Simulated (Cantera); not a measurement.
Charge: 1 mol Al, 4.2 mol Cl₂, 44 mol N₂, equilibrated at 925 °C and 19000 Pa.

Cantera equilibrium calculation (NASA polynomials, part measured and part estimated; ideal gas, pure solids and liquids). Candidate condensed phases: Al, AlCl₃, AlN; 11 gas species. The numbers say what is thermodynamically allowed, not how fast it happens.

Base state: N₂ 0.921, Cl₂ 0.0553, AlCl₃ 0.0209, Cl 0.00250 (mole fractions); condensed: gas only.

**Question.** What changes in the equilibrium state with this change: temperature from 925 °C to 602 °C?

**Answer.** 
```tsv
species	before	after
N₂	0.921	0.922
Cl₂	0.0553	0.0566
AlCl₃	0.0209	0.0208
Cl	0.00250	2.51e-5
Al₂Cl₆	8.66e-7	6.04e-5
```
